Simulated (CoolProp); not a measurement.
A single-stage vapour-compression cycle with R13: evaporating at 201.15 K (dew point), condensing at 242.15 K (bubble point), superheat 0 K, subcooling 0 K, compressor efficiency 0.7, no pressure losses. Each further row changes one setting.

Values from CoolProp's reference Helmholtz-energy equation of state, Platzer 1990. This equation is an older, rougher fit; its heat capacities, sound speeds and derivatives of the liquid may be far off and weren't checked against measurements.

```csv
case,cooling COP,pressure ratio,discharge temperature (K),refrigerating effect (kJ/kg),volumetric capacity (kJ/m³)
as stated,2.75,4.99,276.9,105,1140
evaporating temperature 206.15 K,3.29,3.95,[?],[?],[?]
condensing temperature 237.15 K,[?],4.23,[?],110,1190
subcooling 5 K,2.89,4.99,276.9,110,1190
superheat 10 K,[?],4.99,288.3,111,[?]
compressor efficiency 0.6,2.36,4.99,286.2,105,1140
```

Problem. What belongs in the gaps?

Solution. 
- evaporating temperature 206.15 K, discharge temperature (K): 271.5
- evaporating temperature 206.15 K, refrigerating effect (kJ/kg): 107
- evaporating temperature 206.15 K, volumetric capacity (kJ/m³): 1440
- condensing temperature 237.15 K, cooling COP: 3.24
- condensing temperature 237.15 K, discharge temperature (K): 268.8
- superheat 10 K, cooling COP: 2.73
- superheat 10 K, volumetric capacity (kJ/m³): 1130
